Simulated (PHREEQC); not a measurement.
Consider water at 5 °C with 0.06 mol HF, 0.00035 mol KF and 0.0042 mol H3PO4 per kg of water. Closed to the air; pH follows from the charge balance.

Equilibrium calculation in PHREEQC: ion-association model, phreeqc.dat.

```tsv
quantity	before	after
pH	2.07	1.42
ionic strength (mol/kgw)	0.00963	0.0440
F- (mol/kgw)	0.00636	0.0162
HF2- (mol/kgw)	0.00103	0.0268
```

Name the change that produced these shifts.
(A) temperature from 5 to 60 °C
(B) HF from 0.06 to 0.6 mol/kgw
(C) H3PO4 left out
(D) H3PO4 from 0.0042 to 0.0021 mol/kgw
(E) HF replaced by (NH4)2SiF6 at the same molality

B, HF from 0.06 to 0.6 mol/kgw

No solid was allowed to form. Constants without temperature data keep their 25 °C values here.
